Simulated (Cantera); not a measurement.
A closed system holds: 1 mol BN, 1.3 mol F2, 36 mol H2, held at 702 °C and 7.10 Pa.

Equilibrium computed with Cantera from the NASA thermochemical tables; the gas is ideal and each condensed phase is pure. Candidate condensed phases: B, BN; 31 gas species. Rates play no part.

Base state: H2 0.963, BF3 0.0215, N2 0.0108, HF 0.00517, BHF2 1.51e-5 (mole fractions); condensed: BN(s).

Q: What changes in the equilibrium state with this change: temperature from 702 °C to 1402 °C?

A: 
```csv
species,before,after
H2,0.963,0.918
HF,0.00517,0.0296
BF,<1e-9,0.0170
BF3,0.0215,0.00305
H,1.33e-7,0.0132
N2,0.0108,0.0130
BF2,2.21e-7,0.00582
BHF2,1.51e-5,0.000200
"BN(s), mol",0.197,0
```
The tables' values for BF2 are old estimates; treat these amounts as uncertain.

Q: What changes in the equilibrium state with this change: temperature from 702 °C to 1000 °C?

A: 
```csv
species,before,after
H2,0.963,0.960
BF3,0.0215,0.0198
N2,0.0108,0.0102
HF,0.00517,0.00928
BF,<1e-9,3.00e-5
BF2,2.21e-7,0.000281
H,1.33e-7,8.31e-5
BHF2,1.51e-5,0.000273
"BN(s), mol",0.197,0.241
```
The tables' values for BF2 are old estimates; treat these amounts as uncertain.
